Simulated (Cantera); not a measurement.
Charge: 1 mol Ti(OiPr)4, 0.21 mol H2O, 4.8 mol O2, at 100000 Pa.

Method: chemical equilibrium by Gibbs-energy minimisation in Cantera with the NASA 1993 tables (ideal gas, pure condensed phases). Candidate condensed phases: C, C6H6, C7H8, C8H18, H2O, Ti, TiC, TiO, TiO2, Ti2O3, Ti3O5, Ti4O7; 113 gas species. The feed counts by its element totals alone. Mutual solubility and eutectic melting of coexisting phases are not modelled. Condensed phases not in the tables: Magnéli phases beyond Ti4O7. The numbers say what is thermodynamically allowed, not how fast it happens.

log p: log10 of the partial pressure in bar; n: condensed amount in mol.

```csv
T (K),log p H2,log p CO,log p H2O,log p CH4,log p CO2,log p H,log p OH,n C(graphite),n TiO2(rutile),n Ti4O7(s),n Ti3O5(s)
1300,-0.27,-0.34,-2.65,-2.64,-2.98,-6.09,[?],0.215,1.00,0,0
1400,-0.27,-0.34,-2.69,-3.25,-3.10,-5.45,[?],0,0,0.250,0
1500,-0.27,-0.34,-2.64,-3.86,-3.12,-4.89,[?],0,0,0.200,0.0666
1600,-0.27,-0.34,-2.37,-4.63,-2.92,-4.40,[?],0,0,0,0.333
1700,-0.27,-0.34,-2.36,-5.07,-2.96,-3.97,[?],0,0,0,0.333
1800,-0.27,-0.34,-2.35,-5.46,-3.00,-3.58,[?],0,0,0,0.333
1900,-0.27,-0.34,-2.34,-5.81,-3.04,-3.24,[?],0,0,0,0.333
2000,-0.27,-0.34,-2.34,-6.12,-3.07,-2.92,[?],0,0,0,0.333
```

Problem. Complete the blanks.

Solution. 
- 1300, log p OH: -10.36
- 1400, log p OH: -9.57
- 1500, log p OH: -8.80
- 1600, log p OH: -7.91
- 1700, log p OH: -7.34
- 1800, log p OH: -6.84
- 1900, log p OH: -6.39
- 2000, log p OH: -5.99
